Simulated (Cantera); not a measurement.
A freely propagating, adiabatic, planar premixed flame of CH3OH : O2 : N2 = 1 : 1.5 : 5.64 (molar parts), equivalence ratio 1.0, unburnt at 473 K and 0.987 atm; mixture-averaged transport, grid criteria slope 0.08 and curve 0.16, no radiation.

Cantera simulation using GRI-Mech 3.0 (53 species, 325 reactions); the numbers are that mechanism's predictions, not measurements. GRI-Mech 3.0 was tuned for natural gas; its chemistry of methanol as a main component is partial and can be far from experiment. Burning velocities carry a grid error of a few per cent, more on coarse grids.

### Question
How do the results move with these cheaper or finer settings: unity-Lewis-number transport; multicomponent transport; multicomponent+Soret transport; grid criteria slope 0.5, curve 1; grid criteria slope 0.25, curve 0.5; grid criteria slope 0.03, curve 0.06?

### Answer
| setting | laminar burning velocity | thermal thickness | peak x(OH) | peak x(C2H4) | grid points |
|---|---|---|---|---|---|
| as above | 89.4 cm/s | 0.292 mm | 0.0101 | 1.23e-6 | 130 |
| unity-Lewis-number transport | 63.2 cm/s | 0.377 mm | 0.0104 | 1.09e-6 | 139 |
| multicomponent transport | 89.6 cm/s | 0.297 mm | 0.0101 | 1.24e-6 | 132 |
| multicomponent+Soret transport | 87.6 cm/s | 0.300 mm | 0.0101 | 1.18e-6 | 132 |
| grid criteria slope 0.5, curve 1 | 104 cm/s | 0.319 mm | 0.0106 | 1.26e-6 | 38 |
| grid criteria slope 0.25, curve 0.5 | 94.8 cm/s | 0.299 mm | 0.0104 | 1.25e-6 | 58 |
| grid criteria slope 0.03, curve 0.06 | 87.1 cm/s | 0.290 mm | 0.0100 | 1.20e-6 | 348 |
The base run took about 9 core-seconds (a rough figure).
Unity Lewis numbers drop preferential diffusion, which matters most where H2 and H carry the flame; Soret adds thermal diffusion.
